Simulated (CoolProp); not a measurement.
R365MFC along the isobar 2.45 bar: fugacity coefficient from the reference equation and from simpler models built on Tc = 186.9 °C, pc = 32.66 bar, ω = 0.377; each cubic takes its own stable root.

Computed with CoolProp (reference Helmholtz-energy equation of state, Lemmon 2016).

| T (°C) | phase | reference |
|---|---|---|
| 151.75 | gas | 0.9650 |
| 156.75 | gas | 0.9663 |
| 161.75 | gas | 0.9675 |
| 166.75 | gas | 0.9687 |
| 171.85 | gas | 0.9698 |
| 176.85 | gas | 0.9709 |
| 181.85 | gas | 0.9719 |
| 186.85 | gas | 0.9728 |
| 191.85 | gas | 0.9738 |
| 196.85 | gas | 0.9746 |
| 201.85 | gas | 0.9755 |
| 206.85 | gas | 0.9763 |
| 211.85 | gas | 0.9771 |
| 216.85 | gas | 0.9778 |
| 221.85 | gas | 0.9785 |
| 226.85 | gas | 0.9792 |

**Question.** How far does each simpler model (Redlich-Kwong, Soave-Redlich-Kwong) lie from the reference over these 16 states: mean and median of the absolute difference, and the worst?

**Answer.** 
- Redlich-Kwong: mean 0.2 %, median 0.2 %, worst +0.3 % at 151.75 °C and 2.45 bar
- Soave-Redlich-Kwong: mean 0.2 %, median 0.2 %, worst +0.2 % at 226.85 °C and 2.45 bar
